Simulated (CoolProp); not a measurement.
Properties of carbonyl sulfide along the isobar 92.5 bar (Tc = 378.8 K, pc = 63.69 bar, ω = 0.098).

Model: reference Helmholtz-energy equation of state, Lemmon 2006, in CoolProp. It is a short technical equation, of lower accuracy than the large ones.

```tsv
T (K)	phase	density (kg/m³)	cv (kJ/(kg K))	Joule-Thomson coefficient (K/MPa)	fugacity coefficient
262.3	liquid	1105	0.7044	-0.3535	0.05789
282.2	liquid	(withheld)	0.7056	-0.2751	0.09976
302.1	liquid	1010	0.7086	-0.1641	0.1570
322	liquid	954.3	0.7132	-0.0001317	0.2294
341.9	liquid	890.4	0.7201	0.2605	0.3152
361.8	liquid	812.1	0.7313	0.7301	0.4109
381.6	supercritical	(withheld)	0.7537	1.816	(withheld)
401.5	supercritical	484.2	0.8118	(withheld)	0.6030
421.4	supercritical	298.6	(withheld)	8.217	0.6696
441.3	supercritical	237.6	(withheld)	(withheld)	0.7182
461.2	supercritical	205.0	0.7245	7.156	0.7571
```

Problem. Some entries are withheld; supply them.

Solution. 
- 282.2, density (kg/m³): 1059
- 381.6, density (kg/m³): 703.5
- 381.6, fugacity coefficient: 0.5103
- 401.5, Joule-Thomson coefficient (K/MPa): 5.757
- 421.4, cv (kJ/(kg K)): 0.7654
- 441.3, cv (kJ/(kg K)): 0.7360
- 441.3, Joule-Thomson coefficient (K/MPa): 7.846
